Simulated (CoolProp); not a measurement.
Vapour pressure (MPa) of cyclopentane: the reference equation beside estimates from Tc = 511.7 K, pc = 4.583 MPa, ω = 0.202. Clausius-Clapeyron is anchored at 317.9 K with a constant enthalpy of vaporisation of 27.54 kJ/mol.

Computed with CoolProp (reference Helmholtz-energy equation of state, Gedanitz 2015).

| T (K) | reference | Lee-Kesler | Clausius-Clapeyron | van der Waals | Redlich-Kwong | Soave-Redlich-Kwong | Peng-Robinson |
|---|---|---|---|---|---|---|---|
| 304.6 | 0.05425 | 0.05270 | 0.05532 | 0.3802 | 0.08628 | 0.05307 | 0.05429 |
| 309 | 0.06380 | 0.06216 | 0.06458 | 0.4130 | 0.1003 | 0.06253 | 0.06378 |
| 313.4 | 0.07464 | 0.07293 | 0.07507 | 0.4477 | 0.1160 | 0.07329 | 0.07454 |
| 317.9 | 0.08718 | 0.08543 | 0.08718 | 0.4852 | 0.1340 | 0.08577 | 0.08699 |
| 322.3 | 0.1010 | 0.09923 | 0.1005 | 0.5239 | 0.1535 | 0.09953 | 0.1007 |
| 326.7 | 0.1165 | 0.1147 | 0.1154 | 0.5646 | 0.1750 | 0.1150 | 0.1161 |
| 331.1 | 0.1337 | 0.1321 | 0.1321 | 0.6073 | 0.1987 | 0.1323 | 0.1332 |
| 335.5 | 0.1529 | 0.1514 | 0.1506 | 0.6521 | 0.2248 | 0.1515 | 0.1523 |
| 339.9 | 0.1741 | 0.1728 | 0.1711 | 0.6991 | 0.2532 | 0.1728 | 0.1734 |
| 344.3 | 0.1976 | 0.1964 | 0.1938 | 0.7483 | 0.2843 | 0.1965 | 0.1968 |
| 348.7 | 0.2234 | 0.2225 | 0.2188 | 0.7998 | 0.3180 | 0.2225 | 0.2225 |
| 353.2 | 0.2524 | 0.2519 | 0.2470 | 0.8547 | 0.3555 | 0.2518 | 0.2514 |
| 357.6 | 0.2834 | 0.2833 | 0.2772 | 0.9108 | 0.3950 | 0.2832 | 0.2824 |

Absolute difference from the reference over all 13 rows, mean and median: Lee-Kesler 1.3 and 1.2 %, Clausius-Clapeyron 1.4 and 1.5 %, van der Waals 375.9 and 354.2 %, Redlich-Kwong 48.9 and 48.6 %, Soave-Redlich-Kwong 1.1 and 1.0 %, Peng-Robinson 0.3 and 0.4 %.
